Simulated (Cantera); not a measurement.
A closed system holds: 1 mol SiC, 0.15 mol N2O, 69 mol N2, held at 4200 Pa.

Equilibrium computed with Cantera from the NASA thermochemical tables; the gas is ideal and each condensed phase is pure. Candidate condensed phases: C, Si, SiC, SiO2, Si2N2O, Si3N4; 34 gas species. Mutual solubility and eutectic melting of coexisting phases are not modelled. Rates play no part.

Question: Which condensed phases are stable at each of these points (T (°C)): 852, 927, 1002, 1077, 1152, 1227, 1302, 1377, 1452, 1527, 1602?

Answer: 
```
T (°C)                    condensed phases  Si condensed (%)
------  ----------------------------------  ----------------
852     C(graphite) + Si2N2O(s) + Si3N4(s)             100.0
927     C(graphite) + Si2N2O(s) + Si3N4(s)             100.0
1002    C(graphite) + Si2N2O(s) + Si3N4(s)             100.0
1077    C(graphite) + Si2N2O(s) + Si3N4(s)             100.0
1152    C(graphite) + Si2N2O(s) + Si3N4(s)             100.0
1227                    SiC(s) + Si2N2O(s)             100.0
1302                    SiC(s) + Si2N2O(s)              99.8
1377         SiC(s) + Si2N2O(s) + Si3N4(s)              99.0
1452                     SiC(s) + Si3N4(s)              96.0
1527                                SiC(s)              92.4
1602                                SiC(s)              92.1
```

From 852 °C to 1152 °C the condensed part is C(graphite) + Si2N2O(s) + Si3N4(s). From 1227 °C to 1302 °C the condensed part is SiC(s) + Si2N2O(s). At 1377 °C the condensed part is SiC(s) + Si2N2O(s) + Si3N4(s). At 1452 °C the condensed part is SiC(s) + Si3N4(s). From 1527 °C to 1602 °C the condensed part is SiC(s).
